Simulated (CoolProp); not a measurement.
R11 at 293.15 K and 2.03 MPa flows at 0.081 m/s in a round tube of 25 mm bore and 0.25 µm roughness, fully developed (64/Re and Nu = 3.66 if laminar; Colebrook and Gnielinski if turbulent). Each further row changes one setting.

Computed with CoolProp (reference Helmholtz-energy equation of state, Jacobsen 1992).

```tsv
case	Reynolds number	Darcy friction factor	pressure drop (Pa/m)	heat-transfer coefficient (W/(m² K))	mass flow (kg/h)
as stated	6500	0.0347	6.80	157	214
velocity 0.162 m/s	13000	0.0289	22.6	301	427
diameter 50 mm	13000	0.0288	2.83	150	855
```

Viscosity comes from a separate model (Klein 1997), an estimate that may be off by 10 % or more. Thermal conductivity comes from a separate model (McLinden 2000), an estimate that may be off by 10 % or more.
